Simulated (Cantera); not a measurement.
Charge: 1 mol CH2F2, 1.6 mol CH4, 0.38 mol H2, held at 133 Pa.

These are equilibrium values from Cantera (NASA tables, ideal gas, pure condensed phases), not measurements of a reactor. Candidate condensed phases: C, C6H6, C7H8, C8H18; 95 gas species. Equilibrium is a limit: real reactors are often held back by kinetics, nucleation or transport.

Which condensed phases are stable at each of these points (T (°C)): 875, 1075, 1275, 1475, 1675, 1875, 2075, 2275, 2475, 2675, 2875, 3075?


```json
[
 {"T (°C)": "875", "condensed phases": "C(graphite)", "C condensed (%)": "100.0"},
 {"T (°C)": "1075", "condensed phases": "C(graphite)", "C condensed (%)": "100.0"},
 {"T (°C)": "1275", "condensed phases": "C(graphite)", "C condensed (%)": "100.0"},
 {"T (°C)": "1475", "condensed phases": "C(graphite)", "C condensed (%)": "100.0"},
 {"T (°C)": "1675", "condensed phases": "C(graphite)", "C condensed (%)": "99.9"},
 {"T (°C)": "1875", "condensed phases": "C(graphite)", "C condensed (%)": "99.5"},
 {"T (°C)": "2075", "condensed phases": "C(graphite)", "C condensed (%)": "98.7"},
 {"T (°C)": "2275", "condensed phases": "C(graphite)", "C condensed (%)": "97.0"},
 {"T (°C)": "2475", "condensed phases": "C(graphite)", "C condensed (%)": "82.8"},
 {"T (°C)": "2675", "condensed phases": "gas only", "C condensed (%)": "0.0"},
 {"T (°C)": "2875", "condensed phases": "gas only", "C condensed (%)": "0.0"},
 {"T (°C)": "3075", "condensed phases": "gas only", "C condensed (%)": "0.0"}
]
```

From 875 °C to 2475 °C the condensed part is C(graphite). From 2675 °C to 3075 °C nothing is condensed.
